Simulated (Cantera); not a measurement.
Feed: 1 mol HMDSO, 23 mol CO₂, 65 mol H₂, equilibrated at 9.40e-5 bar.

Equilibrium computed with Cantera from the NASA thermochemical tables; the gas is ideal and each condensed phase is pure. Candidate condensed phases: C, C₆H₆, C₇H₈, C₈H₁₈, H₂O, Si, SiC, SiO₂; 123 gas species. The feed counts by its element totals alone. The tables hold silica as quartz up to 1696 K and as liquid above; real silica turns to tridymite and cristobalite and melts near 1996 K. The numbers say what is thermodynamically allowed, not how fast it happens.

x: gas mole fraction; n: condensed amount in mol.

```json
[
 {"T (K)": "950", "x H₂": "0.636", "x CO": "0.228", "x H₂O": "0.0827", "x CO₂": "0.0532", "x H": "4.58e-8", "x SiO": "<1e-12", "n SiO₂(β-quartz)": "2.00"},
 {"T (K)": "1000", "x H₂": "0.630", "x CO": "0.234", "x H₂O": "0.0886", "x CO₂": "0.0473", "x H": "1.86e-7", "x SiO": "<1e-12", "n SiO₂(β-quartz)": "2.00"},
 {"T (K)": "1050", "x H₂": "0.625", "x CO": "0.239", "x H₂O": "0.0937", "x CO₂": "0.0423", "x H": "6.61e-7", "x SiO": "<1e-12", "n SiO₂(β-quartz)": "2.00"},
 {"T (K)": "1100", "x H₂": "0.620", "x CO": "0.244", "x H₂O": "0.0980", "x CO₂": "0.0380", "x H": "2.10e-6", "x SiO": "[?]", "n SiO₂(β-quartz)": "2.00"},
 {"T (K)": "1150", "x H₂": "0.617", "x CO": "0.247", "x H₂O": "0.102", "x CO₂": "0.0343", "x H": "6.04e-6", "x SiO": "[?]", "n SiO₂(β-quartz)": "2.00"},
 {"T (K)": "1200", "x H₂": "0.614", "x CO": "0.250", "x H₂O": "0.105", "x CO₂": "0.0311", "x H": "1.59e-5", "x SiO": "[?]", "n SiO₂(β-quartz)": "2.00"},
 {"T (K)": "1250", "x H₂": "0.611", "x CO": "0.253", "x H₂O": "0.107", "x CO₂": "0.0285", "x H": "3.90e-5", "x SiO": "[?]", "n SiO₂(β-quartz)": "2.00"},
 {"T (K)": "1300", "x H₂": "0.609", "x CO": "0.255", "x H₂O": "0.110", "x CO₂": "0.0261", "x H": "8.90e-5", "x SiO": "[?]", "n SiO₂(β-quartz)": "2.00"},
 {"T (K)": "1350", "x H₂": "0.607", "x CO": "0.257", "x H₂O": "0.112", "x CO₂": "0.0241", "x H": "0.000191", "x SiO": "[?]", "n SiO₂(β-quartz)": "2.00"},
 {"T (K)": "1400", "x H₂": "0.605", "x CO": "0.259", "x H₂O": "0.113", "x CO₂": "0.0224", "x H": "0.000390", "x SiO": "[?]", "n SiO₂(β-quartz)": "2.00"},
 {"T (K)": "1450", "x H₂": "0.603", "x CO": "0.261", "x H₂O": "0.115", "x CO₂": "0.0209", "x H": "0.000757", "x SiO": "[?]", "n SiO₂(β-quartz)": "2.00"},
 {"T (K)": "1500", "x H₂": "0.601", "x CO": "0.262", "x H₂O": "0.116", "x CO₂": "0.0196", "x H": "0.00141", "x SiO": "[?]", "n SiO₂(β-quartz)": "1.99"},
 {"T (K)": "1550", "x H₂": "0.598", "x CO": "0.263", "x H₂O": "0.118", "x CO₂": "0.0185", "x H": "0.00251", "x SiO": "[?]", "n SiO₂(β-quartz)": "1.96"},
 {"T (K)": "1600", "x H₂": "0.595", "x CO": "0.263", "x H₂O": "0.119", "x CO₂": "0.0175", "x H": "0.00432", "x SiO": "[?]", "n SiO₂(β-quartz)": "1.86"}
]
```

### Question
What belongs in the gaps?

### Answer

- 1100, x SiO: 1.41e-11
- 1150, x SiO: 1.84e-10
- 1200, x SiO: 1.94e-9
- 1250, x SiO: 1.69e-8
- 1300, x SiO: 1.24e-7
- 1350, x SiO: 7.86e-7
- 1400, x SiO: 4.35e-6
- 1450, x SiO: 2.14e-5
- 1500, x SiO: 9.42e-5
- 1550, x SiO: 0.000376
- 1600, x SiO: 0.00136
